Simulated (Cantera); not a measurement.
An isothermal, constant-pressure homogeneous reactor starts with CO : O2 : H2O : N2 = 0.0023 : 0.0042 : 0.00015 : 1 (molar parts), equivalence ratio 0.27, at 1125 K and 0.365 atm. Integrator tolerance rtol = 1e-08.

Model: GRI-Mech 3.0 (53 species, 325 reactions), integrated in Cantera.

**Question.** What does this change do: 0.042 parts H2 added?

**Answer.** 
| quantity | before | after |
|---|---|---|
| x(CO) at 100 s | 2.67e-9 (gas-phase equilibrium 1.82e-10) | 0.00185 (gas-phase equilibrium 0.00181) |
| x(O2) at 100 s | 0.00303 (gas-phase equilibrium 0.00303) | <1e-12 (gas-phase equilibrium <1e-12) |
| x(H2O) at 100 s | 0.000149 (gas-phase equilibrium 0.000149) | 0.00783 (gas-phase equilibrium 0.00779) |
| x(CO2) at 100 s | 0.00229 (gas-phase equilibrium 0.00229) | 0.000357 (gas-phase equilibrium 0.000394) |
| x(NO) at 100 s | 1.60e-7 (gas-phase equilibrium 1.44e-5) | 1.54e-10 (gas-phase equilibrium <1e-12) |
| x(O) at 100 s | 4.67e-9 (gas-phase equilibrium 4.20e-10) | <1e-12 (gas-phase equilibrium <1e-12) |
| x(NO2) at 100 s | 1.28e-9 (gas-phase equilibrium 2.60e-8) | <1e-12 (gas-phase equilibrium <1e-12) |
